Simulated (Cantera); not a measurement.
Charge: 1 mol Mg(OH)2, 1.7 mol C, 0.022 mol H2, equilibrated at 1650 K and 14.0 mbar.

Equilibrium computed with Cantera from the NASA thermochemical tables; the gas is ideal and each condensed phase is pure. Candidate condensed phases: C, C6H6, C7H8, C8H18, H2O, Mg, MgCO3, MgO, Mg(OH)2; 116 gas species. The tables' values for MgH are old estimates; treat these amounts as uncertain. The numbers say what is thermodynamically allowed, not how fast it happens.

Base state: CO 0.497, H2 0.298, Mg 0.204, H 0.000419, MgH 0.000158 (mole fractions); condensed: MgO(s).

Question: What changes in the equilibrium state with this change: pressure from 14.0 mbar to 1.80 bar?

Answer: 
```csv
species,before,after
H2,0.298,0.504
CO,0.497,0.495
CH4,6.25e-7,0.000608
Mg,0.204,3.29e-5
MgH,0.000158,3.75e-7
H2O,3.54e-6,0.000289
"MgO(s), mol",0.300,1.000
"C(graphite), mol",0,0.699
```
